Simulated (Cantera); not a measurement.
An isothermal, constant-pressure homogeneous reactor starts with H₂ : O₂ : N₂ : H₂O = 0.37 : 1 : 0.63 : 0.032 (molar parts), equivalence ratio 0.18, at 1150 K and 90.0 Torr.

Detailed kinetics in Cantera: the H2/O2 subset of GRI-Mech 3.0, which has no nitrogen chemistry. The temperature is held fixed by assumption; the heat of reaction is taken as removed at once.

One state of this run: x H₂ = 7.84e-9; x O₂ = 0.441; x OH = 6.38e-6; x H = 3.72e-11; x HO₂ = 9.78e-9. x: mole fraction; the columns are a selection and need not sum to one.

Question: Which value of t (s) does it belong to?
(A) 0.00737
(B) 0.000100
(C) 0.543
(D) 2.28

Answer: D, 2.28
